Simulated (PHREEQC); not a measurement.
Solution (25 °C): 0.0025 mol MgCl2, 0.00021 mol NaF and 4.8e-05 mol H4SiO4 per kg of water. Closed to the air; pH follows from the charge balance.

Model: ion-association model, wateq4f.dat, run in PHREEQC.

No solid was allowed to form.

Task: Estimate the pH.

Result: pH 6.86.

Task: In which forms is F present?

Result: F- 90 %, MgF+ 10 % of the F.

SiF6-2 is the database's only silicon fluoride.
